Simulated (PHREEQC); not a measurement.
A made-up water analysis in mg/L, 77 °C, pH 6.32, pe 9:

```tsv
constituent	mg/L
Na	0.206
K	0.193
Ca	0.168
Mg	0.0167
Cl	0.244
S(6) as SO4	0.498
Alkalinity as HCO3	0.389
B	0.00133
Zn	0.0181
Cd	0.0427
Sr	0.0253
```

Valence states are taken as typed.

Computed with PHREEQC (ion-association model, wateq4f.dat).

```
quantity                 before    after
----------------------  -------  -------
CO2 (mol/kgw)           6.46e-6  6.26e-6
HCO3- (mol/kgw)         6.39e-6  6.77e-6
Zn+2 (mol/kgw)          2.60e-7  2.74e-7
ZnOH+ (mol/kgw)         1.67e-8  2.54e-9
CaSO4 (mol/kgw)         6.14e-9  4.86e-9
MgSO4 (mol/kgw)         2.44e-9  1.27e-9
SI of Zincite(c) (ZnO)    -2.72    -4.07
SI of Otavite (CdCO3)     -3.34    -3.38
```

What was changed between the two runs?
A. pH from 6.32 to 5.5 at the same alkalinity
B. pH from 6.32 to 6.82 at the same alkalinity
C. temperature from 77 to 45 °C at the same typed pH
D. all concentrations times 4 at the same typed pH

C, temperature from 77 to 45 °C at the same typed pH

No solid was allowed to form. At this temperature some constants are extrapolated from 25 °C, and those without enthalpy data are left unchanged.
